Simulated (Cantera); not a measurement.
A closed system holds: 1 mol B2O3, a varied amount of O2, 0.25 mol H2, 3 mol NH3, at 2423 K and 0.250 bar.

Method: chemical equilibrium by Gibbs-energy minimisation in Cantera with the NASA 1993 tables (ideal gas, pure condensed phases). Candidate condensed phases: B, BN, B2O3, B3O3H3, H2O; 39 gas species. Equilibrium is a limit: real reactors are often held back by kinetics, nucleation or transport.

**Question.** At 0.97 mol O2, list the 5 most abundant gas species with their mole fractions, and the condensed phases.

**Answer.** H2 0.364, N2 0.204, HBO2 0.185, H2O 0.174, B2O3 0.0360. Condensed: gas only.
